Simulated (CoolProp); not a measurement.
Propyne along the isobar 3890 kPa: fugacity coefficient from the reference equation and from simpler models built on Tc = 402.7 K, pc = 5658 kPa, ω = 0.204; each cubic takes its own stable root.

The numbers come from the reference Helmholtz-energy equation of state, Polt 1992 in CoolProp. This equation is an older, rougher fit; its heat capacities, sound speeds and derivatives of the liquid may be far off and weren't checked against measurements.

| T (K) | phase | reference | van der Waals | Redlich-Kwong | Soave-Redlich-Kwong | Peng-Robinson |
|---|---|---|---|---|---|---|
| 307.5 | liquid | 0.1872 | 0.4057 | 0.2425 | 0.1939 | 0.1890 |
| 320.1 | liquid | 0.2511 | 0.4720 | 0.3131 | 0.2609 | 0.2536 |
| 332.6 | liquid | 0.3264 | 0.5409 | 0.3922 | 0.3392 | 0.3293 |
| 345.2 | liquid | 0.4142 | 0.6126 | 0.4796 | (withheld) | 0.4165 |
| 357.7 | liquid | 0.5118 | 0.6848 | 0.5722 | (withheld) | 0.5124 |
| 370.3 | liquid | 0.6190 | 0.7468 | 0.6686 | 0.6349 | 0.6159 |
| 382.9 | gas | 0.7219 | 0.7683 | 0.7351 | 0.7298 | 0.7108 |
| 395.4 | gas | 0.7534 | 0.7868 | 0.7601 | 0.7584 | 0.7392 |
| 408 | gas | 0.7790 | 0.8033 | 0.7818 | 0.7830 | 0.7638 |
| 420.5 | gas | 0.8003 | 0.8178 | 0.8007 | 0.8043 | 0.7852 |
| 433.1 | gas | 0.8187 | 0.8310 | 0.8176 | 0.8233 | 0.8043 |
| 445.6 | gas | (withheld) | 0.8429 | 0.8325 | 0.8400 | 0.8213 |
| 458.2 | gas | 0.8487 | 0.8537 | 0.8460 | 0.8552 | 0.8367 |

### Question
Some entries are withheld; supply them.

### Answer

- 345.2, Soave-Redlich-Kwong: 0.4293
- 357.7, Soave-Redlich-Kwong: 0.5283
- 445.6, reference: 0.8346

At some of these states van der Waals gives the other phase, because its saturation line lies elsewhere.
